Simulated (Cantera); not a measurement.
Charge: 1 mol B₂H₆, a varied amount of O₂, at 752 °C and 35.0 Pa.

Method: chemical equilibrium by Gibbs-energy minimisation in Cantera with the NASA 1993 tables (ideal gas, pure condensed phases). Candidate condensed phases: B, B₂O₃, B₃O₃H₃, H₂O; 23 gas species. The feed counts by its element totals alone. Mutual solubility and eutectic melting of coexisting phases are not modelled. Gases not in the tables: H₃BO₃. Rates play no part.

Which condensed phases are stable at each of these points (n(O₂) (mol)): 1, 1.3, 1.6, 2.1, 2.6, 3.3, 4.2, 5.4, 6.8?


| n(O₂) (mol) | condensed phases | B condensed (%) |
|---|---|---|
| 1 | B(s) + B₂O₃(l) | 99.9 |
| 1.3 | B(s) + B₂O₃(l) | 99.9 |
| 1.6 | B₂O₃(l) | 99.9 |
| 2.1 | B₂O₃(l) | 99.7 |
| 2.6 | B₂O₃(l) | 99.6 |
| 3.3 | B₂O₃(l) | 99.4 |
| 4.2 | B₂O₃(l) | 99.4 |
| 5.4 | B₂O₃(l) | 99.4 |
| 6.8 | B₂O₃(l) | 99.3 |

From 1 mol O₂ to 1.3 mol O₂ the condensed part is B(s) + B₂O₃(l). From 1.6 mol O₂ to 6.8 mol O₂ the condensed part is B₂O₃(l).
